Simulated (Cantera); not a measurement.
Charge: 1 mol Fe3O4, 120 mol H2, equilibrated at 69000 Pa.

Cantera equilibrium calculation (NASA polynomials, part measured and part estimated; ideal gas, pure solids and liquids). Candidate condensed phases: Fe, FeO, Fe(OH)2, Fe(OH)3, Fe2O3, Fe3O4, H2O; 12 gas species. Equilibrium is a limit: real reactors are often held back by kinetics, nucleation or transport.

### Question
At 1923 K, list the 4 most abundant gas species with their mole fractions, and the condensed phases.

### Answer
H2 0.965, H2O 0.0333, H 0.00111, Fe 0.000215. Condensed: Fe(l).
